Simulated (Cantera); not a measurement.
Charge: 1 mol SiC, 0.34 mol Si, 0.12 mol N₂, equilibrated at 1 atm.

These are equilibrium values from Cantera (NASA tables, ideal gas, pure condensed phases), not measurements of a reactor. Candidate condensed phases: C, Si, SiC, Si₃N₄; 32 gas species. Ions and electrons are included (thermal ionisation). The tables' values for SiN are old estimates; treat these amounts as uncertain. Kinetics and transport are ignored. All values below are at 3500 K.

Base state: Si 0.467, SiC₂ 0.315, Si₂C 0.0898, N₂ 0.0840, Si₂ 0.0168, CN 0.00652, C₃ 0.00608, SiN 0.00475 (mole fractions); condensed: gas only.

### Question
What changes in the equilibrium state with this change: pressure from 1 atm to 10.0 mbar?

### Answer
```csv
species,before,after
Si,0.467,0.643
SiC₂,0.315,0.0970
C,0.00174,0.0836
Si₂C,0.0898,0.000795
Si₂,0.0168,0.000314
C₂,0.00114,0.0260
C₃,0.00608,0.0653
CN,0.00652,0.0249
N₂,0.0840,0.0538
Si₃,0.00106,2.68e-7
Si₂N,0.00121,1.81e-6
e-,9.09e-6,0.000180
SiN,0.00475,0.000520
N,6.38e-5,0.000514
```
